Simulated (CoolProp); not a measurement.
CH2F2 (R32) at 293.15 K and 0.686 MPa flows at 0.48 m/s in a round tube of 20 mm bore and 45 µm roughness, fully developed (64/Re and Nu = 3.66 if laminar; Colebrook and Gnielinski if turbulent). Each further row changes one setting.

Computed with CoolProp (reference Helmholtz-energy equation of state, Tillner-Roth 1997).

| case | Reynolds number | Darcy friction factor | pressure drop (Pa/m) | heat-transfer coefficient (W/(m² K)) | mass flow (kg/h) |
|---|---|---|---|---|---|
| as stated | 11800 | … | 3.08 | 30.6 | … |
| velocity 0.96 m/s | 23600 | 0.0295 | 11.0 | … | 17.6 |
| diameter 40 mm | 23600 | … | … | 26.5 | … |

Q: What belongs in the gaps?

A: 
- as stated, Darcy friction factor: 0.0331
- as stated, mass flow (kg/h): 8.78
- velocity 0.96 m/s, heat-transfer coefficient (W/(m² K)): 57.1
- diameter 40 mm, Darcy friction factor: 0.0274
- diameter 40 mm, pressure drop (Pa/m): 1.27
- diameter 40 mm, mass flow (kg/h): 35.1

Viscosity comes from a separate model (Bell 2016), an estimate that may be off by 10 % or more. Thermal conductivity comes from a separate model (Huber 2003), an estimate that may be off by 10 % or more.
